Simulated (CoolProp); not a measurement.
Vapour-liquid equilibrium of CF4 (R14) (1) + ethane (2) at -80.65 °C; x and y are mole fractions of (1).

Model: multi-fluid Helmholtz-energy mixture model, Platzer 1990 and Bücker 2006; pair parameters Bell 2016, in CoolProp. This equation is an older, rougher fit; its heat capacities, sound speeds and derivatives of the liquid may be far off and weren't checked against measurements.

Problem. Give the bubble pressure and the first vapour's composition at x = 0.45, 0.65, 0.95. Is there an azeotrope?

Solution. x = 0.45: 0.9122 MPa, y = 0.837; x = 0.65: 0.9835 MPa, y = 0.863; x = 0.95: 1.147 MPa, y = 0.970. No azeotrope shows between x = 0.05 and 0.95.

The pair parameters rest on a limited set of measurements; away from them the model extrapolates. With so large a gap from Raoult's law the liquid may split in two, which this calculation doesn't test in full.
